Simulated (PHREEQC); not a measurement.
1 kg of water holding 34 mmol/kgw NaCl, 16 mmol/kgw Na2SO4, 6.4 mmol/kgw KCl and 14 mmol/kgw NaHCO3 is evaporated at 25 °C; the solids stay in contact with the brine. The system is closed to CO2. Solids allowed: Arcanite, Burkeite, Glaserite, Halite, Kalicinite, Mirabilite, Misenite, Nahcolite, Natron, Sylvite, Thenardite, Trona. Others were left out.

The numbers come from PHREEQC with the Pitzer model, pitzer.dat.

**Question.** Predict ionic strength at water left (kg) = 0.4563, 0.2533, 0.03564.

**Answer.** 
| water left (kg) | ionic strength |
|---|---|
| 0.4563 | 0.225 |
| 0.2533 | 0.405 |
| 0.03564 | 2.88 |

Complexes and solids missing from the database can't appear.
